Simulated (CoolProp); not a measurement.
R1224YDZ at 293.15 K and 0.0984 MPa is compressed adiabatically to 0.415 MPa with isentropic efficiency 0.6. Each further row changes one setting.

The numbers come from the reference Helmholtz-energy equation of state, Akasaka 2023 in CoolProp.

```
case             work (kJ/kg)  final temperature (K)  final phase  final density (kg/m³)
---------------  ------------  ---------------------  -----------  ---------------------
as stated                 ___                    ___          gas                    ___
efficiency 1             23.1                  331.1          ___                    ___
efficiency 0.65          35.6                    ___          gas                   24.1
```

What belongs in the gaps?


- as stated, work (kJ/kg): 38.6
- as stated, final temperature (K): 347.0
- as stated, final density (kg/m³): 23.7
- efficiency 1, final phase: two-phase, vapour fraction 0.995
- efficiency 1, final density (kg/m³): 25.6
- efficiency 0.65, final temperature (K): 343.7
